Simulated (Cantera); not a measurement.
**SiHCl₃ + HCl + H₂ + Cl₂ (silicon epitaxy and polysilicon growth)**

A closed system holds: 1 mol SiHCl₃, 0.33 mol HCl, a varied amount of H₂, 0.0096 mol Cl₂, at 1073 K and 1.40 mbar.

Method: chemical equilibrium by Gibbs-energy minimisation in Cantera with the NASA 1993 tables (ideal gas, pure condensed phases). Candidate condensed phases: Si; 19 gas species. The tables' values for SiCl₃ are old estimates; treat these amounts as uncertain. Kinetics and transport are ignored.

| n(H₂) (mol) | x H₂ | x HCl | x SiCl₄ | x SiCl₂ | x SiCl₃ | x SiHCl₃ | x SiH₂Cl₂ | n Si(s) |
|---|---|---|---|---|---|---|---|---|
| 15 | 0.890 | 0.0710 | 0.0210 | 0.0110 | 0.00380 | 0.00322 | 5.77e-5 | 0.339 |
| 18 | 0.902 | 0.0669 | 0.0161 | 0.00966 | 0.00312 | 0.00266 | 5.12e-5 | 0.370 |
| 20 | 0.908 | 0.0645 | 0.0137 | 0.00891 | 0.00276 | 0.00236 | 4.76e-5 | 0.390 |
| 23 | 0.915 | 0.0612 | 0.0109 | 0.00797 | 0.00233 | 0.00201 | 4.29e-5 | 0.418 |
| 26 | 0.922 | 0.0583 | 0.00890 | 0.00719 | 0.00200 | 0.00172 | 3.89e-5 | 0.444 |
| 29 | 0.927 | 0.0558 | 0.00734 | 0.00653 | 0.00173 | 0.00150 | 3.56e-5 | 0.468 |
| 33 | 0.933 | 0.0527 | 0.00577 | 0.00579 | 0.00145 | 0.00125 | 3.17e-5 | 0.499 |
| 38 | 0.939 | 0.0493 | 0.00438 | 0.00504 | 0.00117 | 0.00102 | 2.78e-5 | 0.533 |
| 43 | 0.944 | 0.0464 | 0.00338 | 0.00443 | 0.000968 | 0.000844 | 2.46e-5 | 0.565 |
| 49 | 0.949 | 0.0432 | 0.00253 | 0.00383 | 0.000779 | 0.000682 | 2.14e-5 | 0.598 |
| 56 | 0.954 | 0.0401 | 0.00185 | 0.00328 | 0.000616 | 0.000540 | 1.84e-5 | 0.633 |
| 63 | 0.957 | 0.0373 | 0.00138 | 0.00283 | 0.000495 | 0.000435 | 1.60e-5 | 0.663 |
x: gas mole fraction; n: condensed amount in mol.

From 15 mol H₂ to 63 mol H₂ the condensed part is Si(s). The main Si-bearing gas is SiCl₄ at 15 mol H₂ and SiCl₂ at 63 mol H₂. The share of Si in condensed phases is highest at 63 mol H₂ (66.3 %) and lowest at 15 mol H₂ (33.9 %).
